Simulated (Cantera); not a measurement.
**Hydrocarbon pyrolysis for carbon deposition**

A perfectly stirred reactor is fed with 3.70 % CH4, 96.3 % H2, at 21.0 Torr; it is held at 1425 K, and followed from long to short residence time.

Model: GRI-Mech 3.0 (53 species, 325 reactions), integrated in Cantera. GRI-Mech 3.0 stops at C3 and has no aromatics, soot or wall deposition, so with more carbon than oxygen in the feed, carbon stays in small species such as C2H2 where larger ones or solid carbon would form. Radical loss at walls, strong at low pressure, is not modelled.

```tsv
τ (s)	x CH4	x H2	x C2H	x C2H6	x C2H4
19	0.0340	0.964	5.57e-11	9.30e-7	4.19e-5
6.8	0.0359	0.964	2.05e-11	1.00e-6	2.81e-5
2.4	0.0366	0.963	6.39e-12	9.95e-7	2.08e-5
0.84	0.0369	0.963	1.46e-12	8.90e-7	1.43e-5
0.30	0.0370	0.963	<1e-12	6.25e-7	6.42e-6
0.10	0.0370	0.963	<1e-12	2.16e-7	8.51e-7
0.037	0.0370	0.963	<1e-12	3.49e-8	4.79e-8
0.013	0.0370	0.963	<1e-12	2.78e-9	1.88e-9
0.0045	0.0370	0.963	<1e-12	1.50e-10	7.55e-11
0.0016	0.0370	0.963	<1e-12	7.50e-12	3.35e-12
```
x: mole fraction; the columns are a selection and need not sum to one.
